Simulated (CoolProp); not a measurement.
Vapour-liquid equilibrium of benzene (1) + n-decane (2) at 142.05 °C; x and y are mole fractions of (1).

Values from CoolProp's multi-fluid Helmholtz-energy mixture model, Thol 2012 and Lemmon 2006; pair parameters Bell 2016.

| x | bubble pressure (MPa) | y at the bubble point | dew pressure at overall composition x (MPa) | liquid density (mol/L) |
|---|---|---|---|---|
| 0.05 | 0.06302 | 0.365 | 0.04352 | 4.575 |
| 0.2 | 0.1314 | 0.734 | 0.05106 | 5.006 |
| 0.35 | 0.2004 | 0.852 | 0.06170 | 5.514 |
| 0.5 | 0.2672 | 0.910 | 0.07787 | 6.120 |
| 0.65 | 0.3327 | 0.946 | 0.1054 | 6.861 |
| 0.8 | 0.3992 | 0.972 | 0.1629 | 7.788 |
| 0.95 | 0.4693 | 0.994 | 0.3417 | 8.987 |

No azeotrope shows between x = 0.05 and 0.95.

Pair parameters are fitted to limited data, so mixtures are less certain than the pure fluids.
